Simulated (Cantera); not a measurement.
**Premixed flame**

A freely propagating, adiabatic, planar premixed flame of 10.5 % CO, 1.16 % H2, 9.14 % CH4, 17.2 % O2, 62.0 % N2, unburnt at 625 K and 1800 Torr; mixture-averaged transport, grid criteria slope 0.08 and curve 0.16, no radiation.

Detailed kinetics in Cantera: GRI-Mech 3.0 (53 species, 325 reactions). Burning velocities carry a grid error of a few per cent, more on coarse grids.

| z (mm) | T (K) | u (m/s) | x CO | x H2 | x CH4 | x HO2 | x HCO | x CH3 |
|---|---|---|---|---|---|---|---|---|
| -0.418 | 625 | 1.31 | 0.105 | 0.0126 | 0.0913 | 1.16e-7 | <1e-8 | <1e-8 |
| -0.279 | 627 | 1.32 | 0.105 | 0.0147 | 0.0909 | 2.23e-6 | <1e-8 | 1.71e-7 |
| -0.209 | 638 | 1.35 | 0.104 | 0.0175 | 0.0901 | 1.26e-5 | <1e-8 | 9.97e-7 |
| -0.139 | 706 | 1.50 | 0.105 | 0.0229 | 0.0858 | 8.43e-5 | <1e-8 | 1.33e-5 |
| -0.0697 | 1113 | 2.40 | 0.112 | 0.0321 | 0.0616 | 0.000190 | 1.58e-6 | 0.000537 |
| -0.0348 | 1522 | 3.31 | 0.123 | 0.0369 | 0.0348 | 0.000188 | 2.12e-5 | 0.00250 |
| 0 | 1898 | 4.15 | 0.133 | 0.0382 | 0.00979 | 8.96e-5 | 6.10e-5 | 0.00314 |
| 0.0348 | 2079 | 4.53 | 0.130 | 0.0348 | 0.00116 | 1.85e-5 | 3.12e-5 | 0.000809 |
| 0.0697 | 2137 | 4.63 | 0.120 | 0.0323 | 8.30e-5 | 5.94e-6 | 4.63e-6 | 8.10e-5 |
| 0.139 | 2182 | 4.70 | 0.109 | 0.0325 | 4.78e-7 | 2.70e-6 | 5.55e-7 | 5.84e-7 |
| 0.279 | 2228 | 4.78 | 0.105 | 0.0331 | <1e-8 | 1.66e-6 | 4.10e-7 | <1e-8 |
| 0.557 | 2277 | 4.87 | 0.104 | 0.0329 | <1e-8 | 9.55e-7 | 2.90e-7 | <1e-8 |
| 1.11 | 2318 | 4.94 | 0.104 | 0.0325 | <1e-8 | 4.42e-7 | 1.89e-7 | <1e-8 |
x: mole fraction of selected species; z is measured from the peak of heat release.

The laminar burning velocity is 131 cm/s. The thermal thickness comes out as 0.139 mm and the peak x(HO2) comes out as 0.000195. The peak x(HCO) is 6.16e-5 and the peak x(CH3) comes out as 0.00351. The grid points is 149.
